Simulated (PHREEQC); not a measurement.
**Buffer: speciation**

Consider water at 25 °C with 1.3 mmol/kgw KH2PO4 and 8.9 mmol/kgw NaF. Closed to the air; pH follows from the charge balance.

Model: ion-association model, phreeqc.dat, run in PHREEQC.

Each row changes one thing in this solution. No solid was allowed to form.

| case | pH | ionic strength (mol/kgw) | NaF (mol/kgw) | HF (mol/kgw) | HF2- (mol/kgw) |
|---|---|---|---|---|---|
| as made | 5.55 | 0.0102 | 3.64e-5 | 3.35e-5 | 1.13e-6 |
| temperature from 25 to 80 °C | 5.71 | 0.0102 | 3.54e-5 | 6.73e-5 | 2.54e-6 |
| NaF from 0.0089 to 0.0134 mol/kgw | 5.62 | 0.0147 | 7.94e-5 | 4.20e-5 | 2.14e-6 |
| KH2PO4 left out | 7.54 | 0.00886 | 3.71e-5 | 3.45e-7 | 1.17e-8 |
| diluted 2-fold with water | 5.59 | 0.00511 | 9.69e-6 | 1.59e-5 | 2.69e-7 |

At this temperature some constants are extrapolated from 25 °C, and those without enthalpy data are left unchanged.
